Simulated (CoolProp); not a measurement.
Values from CoolProp's reference Helmholtz-energy equation of state, Bücker 2006.

Task: For ethane, give the phase and the cp (kJ/(kg K)), cv (kJ/(kg K)), Joule-Thomson coefficient (K/MPa) at 314.55 °C and 1220 kPa.

Result: 
- 314.55 °C and 1220 kPa: gas; cp 2.94, cv 2.65, Joule-Thomson coefficient 1.77
